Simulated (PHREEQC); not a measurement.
A solution holds 0.019 mol/kgw Ag2SO4, 0.00067 mol/kgw NaCl and 0.0028 mol/kgw Na2SO4, at 25 °C. Closed to the air; pH follows from the charge balance.

The numbers come from PHREEQC with the ion-association model, wateq4f.dat.

```csv
quantity,before,after
pH,6.87,6.82
ionic strength (mol/kgw),0.0554,0.0549
SO4-2 (mol/kgw),0.0168,0.0165
Na+ (mol/kgw),0.00604,0.00604
NaSO4- (mol/kgw),0.000227,0.000234
HSO4- (mol/kgw),1.22e-7,1.65e-7
SI of Mirabilite (Na2SO4:10H2O),-5.63,-6.09
```

### Question
Name the change that produced these shifts.
A. Ag2SO4 left out
B. temperature from 25 to 35 °C
C. diluted 10-fold with water
D. Ag2SO4 replaced by Rb2SO4 at the same molality
E. NaCl left out

### Answer
B, temperature from 25 to 35 °C

Precipitation was switched off in this run. Some of these states are supersaturated (in Cerargyrite, for instance).
